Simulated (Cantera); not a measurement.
Feed: 1 mol B2H6, 2.2 mol H2, 1.2 mol N2, held at 0.0750 Torr.

Cantera equilibrium calculation (NASA polynomials, part measured and part estimated; ideal gas, pure solids and liquids). Candidate condensed phases: B, BN; 15 gas species. The feed counts by its element totals alone. Mutual solubility and eutectic melting of coexisting phases are not modelled. The tables' values for BH2 are old estimates; treat these amounts as uncertain. The numbers say what is thermodynamically allowed, not how fast it happens.

log p: log10 of the partial pressure in bar; n: condensed amount in mol.

```
T (K)  log p H2  log p H  log p N2  log p B  log p BH2  log p BH  n BN(s)  n B(s)
-----  --------  -------  --------  -------  ---------  --------  -------  ------
1725      -4.02    -5.74     -5.44    -9.47      -8.43    -10.61     2.00       0
1775      -4.03      [?]     -5.44      [?]      -8.06       [?]     2.00       0
1825      -4.05    -5.38     -5.17    -8.26      -7.86     -9.62     1.64   0.364
1875      -4.11      [?]     -4.79      [?]      -7.77       [?]      [?]     [?]
1925      -4.13    -5.09     -4.75    -7.44      -7.66     -9.02        0    2.00
1975      -4.15    -4.94     -4.75    -7.06      -7.54     -8.73        0    1.99
2025      -4.18    -4.80     -4.76    -6.70      -7.44     -8.46        0    1.98
2075      -4.21    -4.68     -4.78    -6.35      -7.36     -8.21        0    1.96
2125      -4.25    -4.57     -4.80    -6.03      -7.29     -7.98        0    1.92
2175      -4.31    -4.47     -4.82    -5.71      -7.24     -7.77        0    1.84
2225      -4.39    -4.38     -4.85    -5.42      -7.22     -7.57        0    1.67
2275      -4.50    -4.32     -4.89    -5.13      -7.23     -7.41        0    1.30
2325      -4.65    -4.28     -4.95    -4.86      -7.28     -7.27        0   0.512
2375      -4.79    -4.25     -4.99    -4.77      -7.51     -7.31        0       0
```

Task: Some entries are withheld; supply them.

Result: 
- 1775, log p H: -5.55
- 1775, log p B: -8.78
- 1775, log p BH: -10.03
- 1875, log p H: -5.24
- 1875, log p B: -7.84
- 1875, log p BH: -9.32
- 1875, n BN(s): 0.337
- 1875, n B(s): 1.66
